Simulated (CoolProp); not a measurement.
The fluid at 298.15 K and 0.0654 MPa flows at 0.95 m/s in a round tube of 25 mm bore and 0.25 µm roughness, fully developed (64/Re and Nu = 3.66 if laminar; Colebrook and Gnielinski if turbulent). The same conditions are run with several fluids, on thermodynamics alone (safety and materials aside).

The numbers come from the reference Helmholtz-energy equation of state of each fluid (R123: Younglove 1994; R13: Platzer 1990; isobutane: Bücker 2006) in CoolProp. The equations of Platzer and Polt are older, rougher fits.

### Question
Rank R123, R13, isobutane by Reynolds number, highest first.

### Answer
R123 (9170), isobutane (4940), R13 (4590)

```csv
fluid,Darcy friction factor,pressure drop (Pa/m),heat-transfer coefficient (W/(m² K)),mass flow (kg/h)
R123,0.0316,2.37,10.7,6.97
R13,0.0383,1.92,7.51,4.65
isobutane,0.0375,1.06,11.0,2.62
```

Transport values come from each fluid's own correlations; those of R13 are estimates that may be off by 10 % or more.
